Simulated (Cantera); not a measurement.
Input: 1 mol AlI3, 18 mol O2, 14 mol H2, 29 mol H2O, at 848 K.

Method: chemical equilibrium by Gibbs-energy minimisation in Cantera with the NASA 1993 tables (ideal gas, pure condensed phases). Candidate condensed phases: Al, AlI3, Al2O3, H2O, I2; 25 gas species. Kinetics and transport are ignored.

x: gas mole fraction; n: condensed amount in mol.

| P (Pa) | x H2O | x O2 | x I | x I2 | x HI | n Al2O3(s) |
|---|---|---|---|---|---|---|
| 10 | 0.766 | 0.183 | 0.0491 | 0.00215 | 2.51e-6 | 0.500 |
| 37 | 0.769 | 0.183 | 0.0420 | 0.00581 | 2.98e-6 | 0.500 |
| 140 | 0.773 | 0.184 | 0.0306 | 0.0117 | 3.03e-6 | 0.500 |
| 520 | 0.778 | 0.185 | 0.0194 | 0.0174 | 2.67e-6 | 0.500 |
| 1900 | 0.781 | 0.186 | 0.0113 | 0.0216 | 2.15e-6 | 0.500 |
| 7200 | 0.783 | 0.187 | … | 0.0242 | … | 0.500 |
| 27000 | 0.784 | 0.187 | … | 0.0257 | … | 0.500 |
| 100000 | 0.785 | 0.187 | 0.00173 | 0.0265 | 8.86e-7 | 0.500 |

Problem. Fill in the missing entries.

Solution. 
- 27000, x I: 0.00327
- 27000, x HI: 1.21e-6
- 7200, x I: 0.00615
- 7200, x HI: 1.63e-6
